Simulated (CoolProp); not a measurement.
Vapour-liquid equilibrium of R134a (1) + R141b (2) at 2.73 bar; x and y are mole fractions of (1).

Values from CoolProp's multi-fluid Helmholtz-energy mixture model, Tillner-Roth 1994 and Lemmon 2006; pair parameters Bell 2016.

```json
[
 {"x": "0.05", "bubble temperature, mixture model (°C)": "51.6", "bubble temperature, Raoult's law (°C)": "54.5", "y, mixture model": "0.314", "y, Raoult's law": "0.270"},
 {"x": "0.2", "bubble temperature, mixture model (°C)": "28.7", "bubble temperature, Raoult's law (°C)": "35.7", "y, mixture model": "0.714", "y, Raoult's law": "0.663"},
 {"x": "0.35", "bubble temperature, mixture model (°C)": "17.1", "bubble temperature, Raoult's law (°C)": "23.7", "y, mixture model": "0.841", "y, Raoult's law": "0.822"},
 {"x": "0.5", "bubble temperature, mixture model (°C)": "10.3", "bubble temperature, Raoult's law (°C)": "15.2", "y, mixture model": "0.898", "y, Raoult's law": "0.901"},
 {"x": "0.65", "bubble temperature, mixture model (°C)": "5.9", "bubble temperature, Raoult's law (°C)": "8.8", "y, mixture model": "0.932", "y, Raoult's law": "0.947"},
 {"x": "0.8", "bubble temperature, mixture model (°C)": "2.5", "bubble temperature, Raoult's law (°C)": "3.6", "y, mixture model": "0.959", "y, Raoult's law": "0.976"},
 {"x": "0.95", "bubble temperature, mixture model (°C)": "-0.8", "bubble temperature, Raoult's law (°C)": "-0.7", "y, mixture model": "0.988", "y, Raoult's law": "0.995"}
]
```

The largest gap from Raoult's law is -7.0 K in bubble temperature, at x = 0.2. No azeotrope shows between x = 0.05 and 0.95.

Pair parameters are fitted to limited data, so mixtures are less certain than the pure fluids.
